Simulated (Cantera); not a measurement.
An adiabatic, constant-pressure homogeneous reactor starts with 13.4 % CO, 2.54 % H2, 17.6 % O2, 66.4 % N2, equivalence ratio 0.45, at 1525 K and 5.00 bar.

Computed with Cantera and GRI-Mech 3.0 (53 species, 325 reactions). The hydrogen kinetics of GRI-Mech 3.0 are dated; newer H2 mechanisms differ, most at raised pressure.

One state of this run: T (K) = 2542; x CO = 0.0154; x H2 = 0.000421; x O2 = 0.108; x NO = 0.000574; x CO2 = 0.128; x H = 0.000497; x OH = 0.00603. x: mole fraction; the columns are a selection and need not sum to one.

### Question
Which value of t (s) does it belong to?
(A) 0.0368
(B) 0.000102
(C) 2.00e-6
(D) 3.81e-5

### Answer
B, 0.000102
